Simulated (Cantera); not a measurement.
Cantera run:

```python
import numpy as np
import cantera as ct

gas_names = [...]  # 136 gases of nasa_gas.yaml made of C, H, N, O
cond_names = """
    C(gr) C6H6(L) C7H8(L) C8H18(L),n-octa H2O(s) H2O(L)
""".split()


# ... load() reads the species with a 1 bar reference pressure and builds the phases ...
atoms = {
    'n-butane': {'C': 4, 'H': 10},
    'H2O': {'H': 2, 'O': 1},
    'N2': {'N': 2},
}
top_T = {'C(gr)': 4500}  # K; cautious upper limits of use, not melting points


# ... equilibrate(T, P, feed) seeds the gas with the atoms and calls Mixture.equilibrate('TP', solver="vcs", rtol=1e-11, max_steps=5000) ...
results = []
feed = {'n-butane': 1, 'H2O': 0.061, 'N2': 0.65}  # mol
P = 5900  # Pa
for T in [1850, 1950, 2050, 2150, 2250, 2350, 2450]:
    mix = equilibrate(T, P, feed)
    results.append((T, P, feed, dict(zip(mix.species_names, mix.species_moles))))

top = {s: max(r[3][s] / sum(r[3][g] for g in gas_names) for r in results) for s in gas_names}
cols = sorted((s for s in top if top[s] > 0.001), key=lambda s: -top[s])[:5]
seen = [c for c in cond_names if any(r[3].get(c, 0) > 1e-12 for r in results)]
print("log10 of partial pressures in bar; condensed amounts in mol")
print(f"{'T/K':>10s}" + "".join(f"{s[:9]:>10s}" for s in cols + seen))
for T, P, feed, n in results:
    ng = sum(n[g] for g in gas_names)
    print(f"{T:10.4g}" + "".join(f"{np.log10(max(n[s] / ng * P / 1e5, 1e-99)):10.3f}" for s in cols)
          + "".join(f"{n.get(c, 0):10.4g}" for c in seen))
```

Result:

```
log10 of partial pressures in bar; condensed amounts in mol
       T/K        H2        N2         H       HCN        CO     C(gr)
      1850    -1.288    -2.183    -3.913    -3.844    -3.206     3.922
      1950    -1.290    -2.186    -3.585    -3.657    -3.206     3.911
      2050    -1.292    -2.191    -3.290    -3.490    -3.207     3.894
      2150    -1.297    -2.198    -3.023    -3.340    -3.209     3.871
      2250    -1.304    -2.207    -2.781    -3.207    -3.211     3.839
      2350    -1.315    -2.219    -2.561    -3.090    -3.215     3.795
      2450    -1.331    -2.235    -2.362    -2.988    -3.221     3.738
```

Equilibrium computed with Cantera from the NASA thermochemical tables; the gas is ideal and each condensed phase is pure.
